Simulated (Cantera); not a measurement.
Cantera run:

```python
import numpy as np
import cantera as ct

gas_names = """
    H HO2 H2 H2O H2O2 O OH O2 O3 Pb PbO Pb2
""".split()
cond_names = """
    H2O(s) H2O(L) Pb(cr) Pb(L) PbO(rd) PbO(yw) PbO(L) PbO2(s) Pb3O4(s)
""".split()


# ... load() reads the species with a 1 bar reference pressure and builds the phases ...
atoms = {
    'PbO': {'Pb': 1, 'O': 1},
    'H2': {'H': 2},
}
top_T = {'Pb3O4(s)': 820}  # K; cautious upper limits of use, not melting points


# ... equilibrate(T, P, feed) seeds the gas with the atoms and calls Mixture.equilibrate('TP', solver="vcs", rtol=1e-11, max_steps=5000) ...
results = []
feed = {'PbO': 1, 'H2': 0.89}  # mol
P = 110  # Pa
for T in [1498, 1573, 1648, 1723, 1798, 1873, 1948, 2023, 2098]:
    mix = equilibrate(T, P, feed)
    results.append((T, P, feed, dict(zip(mix.species_names, mix.species_moles))))

top = {s: max(r[3][s] / sum(r[3][g] for g in gas_names) for r in results) for s in gas_names}
cols = sorted((s for s in top if top[s] > 1e-05), key=lambda s: -top[s])[:9]
seen = [c for c in cond_names if any(r[3].get(c, 0) > 1e-12 for r in results)]
print("log10 of partial pressures in bar; condensed amounts in mol")
print(f"{'T/K':>10s}" + "".join(f"{s[:9]:>10s}" for s in cols + seen))
for T, P, feed, n in results:
    ng = sum(n[g] for g in gas_names)
    print(f"{T:10.4g}" + "".join(f"{np.log10(max(n[s] / ng * P / 1e5, 1e-99)):10.3f}" for s in cols)
          + "".join(f"{n.get(c, 0):10.4g}" for c in seen))
```

Result:

```
log10 of partial pressures in bar; condensed amounts in mol
       T/K        Pb       H2O       PbO        H2        O2        OH         H         O
      1498    -3.286    -3.287    -4.189    -5.808    -6.428    -6.695    -7.669    -8.618
      1573    -3.286    -3.289    -4.192    -5.601    -6.013    -6.321    -7.191    -7.987
      1648    -3.286    -3.291    -4.202    -5.406    -5.650    -5.986    -6.753    -7.422
      1723    -3.285    -3.294    -4.223    -5.216    -5.345    -5.686    -6.347    -6.918
      1798    -3.283    -3.300    -4.259    -5.028    -5.097    -5.422    -5.967    -6.472
      1873    -3.281    -3.309    -4.307    -4.844    -4.900    -5.187    -5.612    -6.077
      1948    -3.281    -3.323    -4.365    -4.667    -4.742    -4.980    -5.280    -5.723
      2023    -3.282    -3.343    -4.428    -4.503    -4.611    -4.795    -4.973    -5.404
      2098    -3.286    -3.373    -4.496    -4.357    -4.499    -4.632    -4.690    -5.113
```

These are equilibrium values from Cantera (NASA tables, ideal gas, pure condensed phases), not measurements of a reactor.
